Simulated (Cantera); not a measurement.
Feed: 1 mol NH3, 1.1 mol H2, 0.64 mol O2, held at 2425 °C and 1 atm.

These are equilibrium values from Cantera (NASA tables, ideal gas, pure condensed phases), not measurements of a reactor. Candidate condensed phases: H2O; 24 gas species. Rates play no part.

Base state: H2 0.404, H2O 0.393, N2 0.157, H 0.0356, OH 0.00886, O 0.000498, NO 0.000433, O2 0.000196 (mole fractions); condensed: gas only.

Task: What changes in the equilibrium state with this change: temperature from 2425 °C to 1050 °C?

Result: 
```json
[
 {"species": "H2", "before": "0.404", "after": "0.426"},
 {"species": "H2O", "before": "0.393", "after": "0.413"},
 {"species": "N2", "before": "0.157", "after": "0.161"},
 {"species": "H", "before": "0.0356", "after": "1.03e-6"},
 {"species": "OH", "before": "0.00886", "after": "1.44e-8"},
 {"species": "O", "before": "0.000498", "after": "<1e-9"},
 {"species": "NO", "before": "0.000433", "after": "<1e-9"},
 {"species": "O2", "before": "0.000196", "after": "<1e-9"}
]
```
